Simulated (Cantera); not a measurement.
A freely propagating, adiabatic, planar premixed flame of H2 : O2 : N2 : H2O = 1 : 1 : 5 : 0.15 (molar parts), equivalence ratio 0.50, unburnt at 373 K and 100.0 Torr; mixture-averaged transport, grid criteria slope 0.08 and curve 0.16, no radiation.

Cantera simulation using the H2/O2 subset of GRI-Mech 3.0, which has no nitrogen chemistry; the numbers are that mechanism's predictions, not measurements. Burning velocities carry a grid error of a few per cent, more on coarse grids. Lean hydrogen flames are cellular in practice and burn faster than this planar one.

Question: What does this change do: inlet temperature 373 to 323 K?

Answer: 
| quantity | before | after |
|---|---|---|
| laminar burning velocity | 55.6 cm/s | 34.8 cm/s |
| thermal thickness | 5.34 mm | 5.52 mm |
| peak x(OH) | 0.00262 | 0.00209 |
| peak x(H2O2) | 2.31e-5 | 2.99e-5 |
| peak x(O) | 0.00359 | 0.00270 |
